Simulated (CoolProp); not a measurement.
Properties of n-perfluorohexane along the isobar 0.101 MPa.

The numbers come from the reference Helmholtz-energy equation of state, Gao 2022 in CoolProp.

```csv
T (°C),phase,Z,expansivity (1/kK)
-43.45,liquid,0.009572,1.482
-18.95,liquid,0.008974,1.533
5.55,liquid,0.008508,1.625
29.95,liquid,0.008153,1.772
54.45,liquid,0.007898,2.005
78.95,gas,0.9508,3.377
103.45,gas,0.9615,3.039
127.85,gas,0.9693,2.778
152.35,gas,0.9752,2.566
176.85,gas,0.9797,2.390
```
